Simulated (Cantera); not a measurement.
Input: 1 mol SO2, 0.072 mol H2, 18 mol N2, at 1800 °C and 0.00250 bar.

Cantera equilibrium calculation (NASA polynomials, part measured and part estimated; ideal gas, pure solids and liquids). Candidate condensed phases: H2O, H2SO4, S; 35 gas species. Rates play no part.

Base state: N2 0.940, SO2 0.0452, SO 0.00671, H2O 0.00226, O2 0.00144, H 0.00127, O 0.000871, NO 0.000839 (mole fractions); condensed: gas only.

### Question
What changes in the equilibrium state with this change: H2 from 0.072 to 0.16 mol?

### Answer
```csv
species,before,after
N2,0.940,0.936
SO2,0.0452,0.0434
SO,0.00671,0.00806
H2O,0.00226,0.00518
H2,0.000586,0.00168
SH,6.35e-6,1.62e-5
S2,9.87e-6,2.23e-5
```
